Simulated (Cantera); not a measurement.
**Si + Cl₂ (silicon etching in halogen gases)**

A closed system holds: 1 mol Si, a varied amount of Cl₂, held at 552 °C and 0.00390 bar.

These are equilibrium values from Cantera (NASA tables, ideal gas, pure condensed phases), not measurements of a reactor. Candidate condensed phases: Si; 9 gas species. The tables' values for SiCl₃ are old estimates; treat these amounts as uncertain. Kinetics and transport are ignored.

From 1 mol Cl₂ to 1.5 mol Cl₂ the condensed part is Si(s). From 2 mol Cl₂ to 6.4 mol Cl₂ nothing is condensed. The main Si-bearing gas is SiCl₄ throughout.

```tsv
n(Cl₂) (mol)	log p SiCl₄	log p Cl₂	log p SiCl₃	log p Cl	log p SiCl₂	n Si(s)
1	-2.41	<-14	-5.21	-14.15	-6.06	0.500
1.5	-2.41	<-14	-5.21	-14.15	-6.06	0.250
2	-2.41	-10.10	-9.52	-9.84	<-14	0
2.5	-2.59	-2.89	-13.30	-6.23	<-14	0
3	-2.71	-2.71	-13.52	-6.14	<-14	0
3.5	-2.81	-2.63	-13.65	-6.10	<-14	0
4	-2.89	-2.59	-13.76	-6.08	<-14	0
4.5	-2.95	-2.56	-13.84	-6.06	<-14	0
5	-3.01	-2.53	-13.91	-6.05	<-14	0
5.5	-3.06	-2.52	-13.97	-6.04	<-14	0
5.9	-3.10	-2.51	-14.01	-6.04	<-14	0
6.4	-3.14	-2.50	-14.06	-6.03	<-14	0
```
log p: log10 of the partial pressure in bar; n: condensed amount in mol.
